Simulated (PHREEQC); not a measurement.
# Metal-bearing waste water: speciation

Dissolve 3.3 mmol/kgw ZnSO4, 0.1 mmol/kgw MgSO4, 1.5 mmol/kgw NaF and 3 mmol/kgw Na2SO4 at 25 °C. Closed to the air; pH follows from the charge balance.

Model: ion-association model, wateq4f.dat, run in PHREEQC.

Each row changes one thing in this solution. Precipitation was switched off in this run.

```tsv
case	pH	ionic strength (mol/kgw)	SO4-2 (mol/kgw)	Zn+2 (mol/kgw)	ZnSO4 (mol/kgw)	NaSO4- (mol/kgw)	SI of Zincite(c) (ZnO)
as made	6.14	0.0197	0.00521	0.00227	0.000962	0.000112	-1.73
diluted 10-fold with water	6.32	0.00229	0.000609	0.000300	2.83e-5	1.85e-6	-2.12
ZnSO4 from 0.0033 to 0.00165 mol/kgw	6.27	0.0153	0.00416	0.00118	0.000441	9.47e-5	-1.73
0.00017 mol/kgw H3PO4 added	4.28	0.0197	0.00520	0.00227	0.000960	0.000112	-5.44
diluted 100-fold with water	6.67	0.000239	6.35e-5	3.24e-5	4.19e-7	2.22e-8	-2.32
MgSO4 left out	6.14	0.0194	0.00515	0.00227	0.000957	0.000111	-1.73
ZnSO4 from 0.0033 to 0.0165 mol/kgw	5.87	0.0494	0.0120	0.00971	0.00608	0.000203	-1.72
MgSO4 replaced by CaSO4 at the same molality	6.14	0.0197	0.00522	0.00227	0.000962	0.000112	-1.73
temperature from 25 to 45 °C	5.91	0.0193	0.00513	0.00219	0.00103	0.000122	-1.21
```

Some of these states are supersaturated (in Fluorite, for instance). H3PO4, which wateq4f.dat lacks, is added to it with the constant of phreeqc.dat. At this temperature some constants are extrapolated from 25 °C, and those without enthalpy data are left unchanged. The database has no phosphate complexes of Zn.
